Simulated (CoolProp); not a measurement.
Model: reference Helmholtz-energy equation of state, Wagner 2002, in CoolProp.

Give the vapour pressure (kPa), vapour density (kg/m³), enthalpy of vaporisation (kJ/kg), liquid viscosity (µPa s) of saturated water at 489.1, 531.5, 616.3 K.


```json
[
 {"T (K)": "489.1", "p (kPa)": "2150", "vapour density (kg/m³)": "10.8", "enthalpy of vaporisation (kJ/kg)": "1870", "liquid viscosity (µPa s)": "124"},
 {"T (K)": "531.5", "p (kPa)": "4570", "vapour density (kg/m³)": "23.1", "enthalpy of vaporisation (kJ/kg)": "1670", "liquid viscosity (µPa s)": "103"},
 {"T (K)": "616.3", "p (kPa)": "15200", "vapour density (kg/m³)": "98.6", "enthalpy of vaporisation (kJ/kg)": "988", "liquid viscosity (µPa s)": "69.0"}
]
```

Viscosity comes from a separate model (Huber 2009).
